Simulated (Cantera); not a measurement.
# Thermodynamics of fluorocarbon and chlorocarbon gases, feed c-C₄F₈ + HCl + H₂

A closed system holds: 1 mol c-C₄F₈, 0.02 mol HCl, 0.12 mol H₂, at 3273.15 K and 4.00 Pa.

Method: chemical equilibrium by Gibbs-energy minimisation in Cantera with the NASA 1993 tables (ideal gas, pure condensed phases). Candidate condensed phases: C, C₆H₆, C₇H₈, C₈H₁₈; 118 gas species. The feed counts by its element totals alone. Kinetics and transport are ignored.

The x(F) is 0.656 and the x(C) comes out as 0.311. The x(H) comes out as 0.0209, the x(C₂) is 0.00615 and the x(CF) comes out as 0.00288. The x(Cl) comes out as 0.00165 and the x(C₃) is 0.00130. The x(HF) comes out as 0.000485 and the gas amount is 12.13 mol. The log10 activity of C(graphite) (absent) comes out as -1.64.
